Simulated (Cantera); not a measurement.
## Ignition delay

Mixture: CO : H₂ : O₂ : N₂ : CO₂ = 1 : 0.84 : 1.16 : 6.06 : 0.52 (molar parts), equivalence ratio 0.79, at 100000 Pa, adiabatic and at constant volume. Ignition delay is the time to a rise of 400 K.

Detailed kinetics in Cantera: GRI-Mech 3.0 (53 species, 325 reactions). Where the delays flatten at high temperature, the 400 K rule measures the pace of heat release, not the induction time.

```tsv
T0 (K)	delay (ms)
1000	0.466
1100	0.144
1200	0.0809
1300	0.0565
1400	0.0459
1500	0.0420
1600	0.0423
1700	0.0456
1800	0.0515
```
